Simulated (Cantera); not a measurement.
Charge: 1 mol SiCl₄, 0.19 mol NH₃, 69 mol H₂, equilibrated at 1.10 mbar.

These are equilibrium values from Cantera (NASA tables, ideal gas, pure condensed phases), not measurements of a reactor. Candidate condensed phases: NH₄Cl, Si, Si₃N₄; 28 gas species. Mutual solubility and eutectic melting of coexisting phases are not modelled. Kinetics and transport are ignored.

**Question.** What share of the Si ends up in condensed phases as a function of T (K), at 1175, 1250, 1325, 1400, 1475, 1550, 1625?

**Answer.** 
```json
[
 {"T (K)": "1175", "Si condensed (%)": "62.0", "as": "Si(s) + Si₃N₄(s)"},
 {"T (K)": "1250", "Si condensed (%)": "60.6", "as": "Si(s) + Si₃N₄(s)"},
 {"T (K)": "1325", "Si condensed (%)": "58.7", "as": "Si(s) + Si₃N₄(s)"},
 {"T (K)": "1400", "Si condensed (%)": "56.8", "as": "Si(s)"},
 {"T (K)": "1475", "Si condensed (%)": "55.0", "as": "Si(s)"},
 {"T (K)": "1550", "Si condensed (%)": "53.2", "as": "Si(s)"},
 {"T (K)": "1625", "Si condensed (%)": "50.7", "as": "Si(s)"}
]
```
